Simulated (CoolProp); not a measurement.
A Linde-Hampson liquefier for dry air: isothermal reversible compression at 200 K from 1 atm to 40 MPa, throttling to 1 atm, return gas leaving the recuperator 0 K below the feed. Each further row changes one setting.

Model: reference Helmholtz-energy equation of state, Lemmon 2000, in CoolProp. It is a pseudo-pure fit of the blend.

```tsv
case	liquid yield per pass	compression work (kJ/kg of gas)
as stated	0.280	323
high pressure 80 MPa	0.221	?
warm-end temperature 230 K	0.210	?
warm-end gap 5 K	?	323
```

**Question.** Some entries are withheld; supply them.

**Answer.** 
- high pressure 80 MPa, compression work (kJ/kg of gas): 385
- warm-end temperature 230 K, compression work (kJ/kg of gas): 384
- warm-end gap 5 K, liquid yield per pass: 0.269
